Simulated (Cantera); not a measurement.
Mixture: CH₄ : O₂ : N₂ : CO₂ = 1 : 1.33 : 5.01 : 0.008 (molar parts), equivalence ratio 1.5, at 23.7 atm, adiabatic and at constant pressure. Ignition delay is the time to a rise of 400 K.

Cantera simulation using GRI-Mech 3.0 (53 species, 325 reactions); the numbers are that mechanism's predictions, not measurements. The pressure lies above the range GRI-Mech 3.0 was tuned for (to about 10 atm).

Problem. Predict: delay at 1125 K; delay at 1225 K; delay at 1325 K; delay at 1425 K; delay at 1525 K; delay at 1625 K; apparent activation energy between 1425 and 1625 K.

Solution. 
* **delay at 1125 K**: 5.47 ms
* **delay at 1225 K**: 1.59 ms
* **delay at 1325 K**: 0.538 ms
* **delay at 1425 K**: 0.200 ms
* **delay at 1525 K**: 80.1 µs
* **delay at 1625 K**: 34.0 µs
* **apparent activation energy between 1425 and 1625 K**: 170 kJ/mol
